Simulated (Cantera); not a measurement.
A closed system holds: 1 mol FeS, 200 mol H2, held at 1398 K and 96.0 Pa.

These are equilibrium values from Cantera (NASA tables, ideal gas, pure condensed phases), not measurements of a reactor. Candidate condensed phases: Fe, FeS, FeS2, S; 8 gas species. Equilibrium is a limit: real reactors are often held back by kinetics, nucleation or transport.

Base state: H2 0.995, H2S 0.00392, S2 0.000425, SH 0.000216, H 0.000152, Fe 1.52e-5 (mole fractions); condensed: Fe(γ).

### Question
What changes in the equilibrium state with this change: FeS replaced by FeS2?

### Answer
| species | before | after |
|---|---|---|
| H2 | 0.995 | 0.991 |
| H2S | 0.00392 | 0.00692 |
| S2 | 0.000425 | 0.00133 |
| Fe | 1.52e-5 | 1.52e-5 |
| S | 7.61e-6 | 1.35e-5 |
| SH | 0.000216 | 0.000381 |
| H | 0.000152 | 0.000152 |
| Fe(γ), mol | 0.997 | 0.997 |
